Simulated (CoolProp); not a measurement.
Properties of n-perfluorohexane along the isobar 0.814 bar.

Values from CoolProp's reference Helmholtz-energy equation of state, Gao 2022.

```
T (°C)  phase  density (kg/m³)  Joule-Thomson coefficient (K/MPa)
------  -----  ---------------  ---------------------------------
61.65     gas            10.37                              19.71
69.35     gas            10.10                              18.27
77.05     gas            9.844                              16.98
84.65     gas            9.605                              15.83
92.35     gas            9.376                              14.79
100.05    gas            9.160                              13.84
107.75    gas            8.954                              12.98
115.45    gas            8.758                              12.20
123.05    gas            8.574                              11.50
130.75    gas            8.395                              10.86
138.45    gas            8.225                              10.26
146.15    gas            8.062                              9.719
153.85    gas            7.906                              9.219
161.45    gas            7.758                              8.764
169.15    gas            7.615                              8.338
176.85    gas            7.476                              7.944
```
